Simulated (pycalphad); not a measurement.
CALPHAD calculation (pycalphad, COST 507 light-alloy database (1999)), 1 atm. These are 1990s assessments: newer ones move some temperatures and phases. Diffusion is slow at the low end, where real alloys seldom reach equilibrium.

# Cu-9.2Si (at.%): equilibrium cooling sequence

```tsv
T (K)	phases above	phases below
1247.0	liquid	fcc + liquid
1167.1	fcc + liquid	fcc
817.5	fcc	CU56SI11_GAMMA + fcc
667 ± 2	CU56SI11_GAMMA + fcc	CU19SI6_ETA + fcc
```

Changes were sought between steps of 40 K, so a narrower field can be missed.

Database names, with the compositions (at.%) that they take in these runs: CU56SI11_GAMMA: Cu 84 Si 16; CU19SI6_ETA: Cu 76 Si 24.
